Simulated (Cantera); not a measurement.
Charge: 1 mol SiCl4, 0.059 mol C3H8, a varied amount of H2, equilibrated at 2475 K and 75.0 Torr.

Cantera equilibrium calculation (NASA polynomials, part measured and part estimated; ideal gas, pure solids and liquids). Candidate condensed phases: C, C6H6, C7H8, C8H18, Si, SiC; 109 gas species. The tables' values for SiCl are old estimates; treat these amounts as uncertain. Gases not in the tables: Si2H6 and higher silanes. The numbers say what is thermodynamically allowed, not how fast it happens.

Question: At 200 mol H2, list the 6 most abundant gas species with their mole fractions, and the condensed phases.

Answer: H2 0.908, H 0.0678, HCl 0.0179, Si 0.00401, Cl 0.000944, C2H2 (acetylene) 0.000352. Condensed: gas only.
